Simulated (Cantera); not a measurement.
Input: 1 mol MgF2, 34 mol H2, held at 39.0 Pa.

Equilibrium computed with Cantera from the NASA thermochemical tables; the gas is ideal and each condensed phase is pure. Candidate condensed phases: Mg, MgF2; 17 gas species. Rates play no part.

Q: Which condensed phases are stable at each of these points (T (K)): 1048, 1148, 1248, 1348, 1448, 1548, 1648, 1748, 1848, 1948, 2048, 2148?

A: 
| T (K) | condensed phases | Mg condensed (%) |
|---|---|---|
| 1048 | MgF2(s) | 99.9 |
| 1148 | MgF2(s) | 99.4 |
| 1248 | MgF2(s) | 94.9 |
| 1348 | MgF2(s) | 61.7 |
| 1448 | gas only | 0.0 |
| 1548 | gas only | 0.0 |
| 1648 | gas only | 0.0 |
| 1748 | gas only | 0.0 |
| 1848 | gas only | 0.0 |
| 1948 | gas only | 0.0 |
| 2048 | gas only | 0.0 |
| 2148 | gas only | 0.0 |

From 1048 K to 1348 K the condensed part is MgF2(s). From 1448 K to 2148 K nothing is condensed.
